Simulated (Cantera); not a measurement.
**Stirred combustor or abatement burner**

A perfectly stirred reactor is fed with 30.3 % CO, 1.33 % H₂, 14.4 % O₂, 54.0 % N₂, equivalence ratio 1.1, at 101000 Pa; it is adiabatic with a 300 K inlet, and is followed from long to short residence time, starting on the burning branch (τ in s: 0.027, 0.013, 0.006, 0.0028, 0.0013, 0.00064, 0.0003, 0.00014, 6.8e-05, 3.2e-05, 1.5e-05).

Cantera simulation using GRI-Mech 3.0 (53 species, 325 reactions); the numbers are that mechanism's predictions, not measurements.

| τ (s) | T (K) | x CO | x H₂ | x O₂ | x NO | x N₂O |
|---|---|---|---|---|---|---|
| 0.027 | 2268 | 0.0788 | 0.000676 | 0.0208 | 0.00196 | 2.77e-7 |
| 0.013 | 2187 | 0.0888 | 0.000792 | 0.0258 | 0.00111 | 2.97e-7 |
| 0.0060 | 2083 | 0.101 | 0.000939 | 0.0313 | 0.000482 | 3.03e-7 |
| 0.0028 | 1966 | 0.113 | 0.00109 | 0.0366 | 0.000221 | 2.95e-7 |
| 0.0013 | 1835 | 0.125 | 0.00121 | 0.0417 | 0.000135 | 2.80e-7 |
| 0.00064 | 1699 | 0.137 | 0.00126 | 0.0468 | 9.94e-5 | 2.67e-7 |
| 0.00030 | 1515 | 0.157 | 0.00125 | 0.0569 | 5.41e-5 | 2.58e-7 |
| 0.00014 | 300 | 0.303 | 0.0133 | 0.144 | <1e-12 | <1e-12 |
| 6.8e-5 | 300 | 0.303 | 0.0133 | 0.144 | <1e-12 | <1e-12 |
| 3.2e-5 | 300 | 0.303 | 0.0133 | 0.144 | <1e-12 | <1e-12 |
| 1.5e-5 | 300 | 0.303 | 0.0133 | 0.144 | <1e-12 | <1e-12 |
x: mole fraction; the columns are a selection and need not sum to one.
